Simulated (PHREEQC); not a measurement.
0.052 g of hydrous ferric oxide (600 m²/g; 0.2 weak and 0.005 strong sites per Fe, Dzombak-Morel constants, diffuse double layer) in 1 kg of water with 0.1 mol/kgw of an inert sodium salt and 6.8e-05 mol MnCl2, at 25 °C; the pH is set by adding NaOH or the inert anion's acid. The system is closed to oxygen. CO2 from the air is kept out. Precipitation was switched off in this run.

Base run: PHREEQC, ion-association model, wateq4f.dat. Each further column changes one thing. The table gives surface potential ψ (mV).

```
pH   base  background salt from 0.1 to 0.01 mol/kgw  oxide from 0.052 to 0.26 g/kgw  0.00042 mol/kgw H3BO3 added
---  ----  ----------------------------------------  ------------------------------  ---------------------------
3     153                                       203                             153                          153
3.5   151                                       196                             151                          151
4     147                                       ___                             146                          147
5     126                                       152                             126                          126
5.5   111                                       ___                             111                          111
6      94                                       110                              94                           94
6.5    75                                        87                              75                           75
7      55                                        63                             ___                           55
8      23                                        30                              14                           23
8.5    16                                        22                              -8                           16
9      10                                        16                             ___                           10
```

Question: Complete the blanks.

Answer: 
- 4, background salt from 0.1 to 0.01 mol/kgw: 185
- 5.5, background salt from 0.1 to 0.01 mol/kgw: 132
- 7, oxide from 0.052 to 0.26 g/kgw: 54
- 9, oxide from 0.052 to 0.26 g/kgw: -31

The oxide is taken as insoluble; below pH 4 it would dissolve.
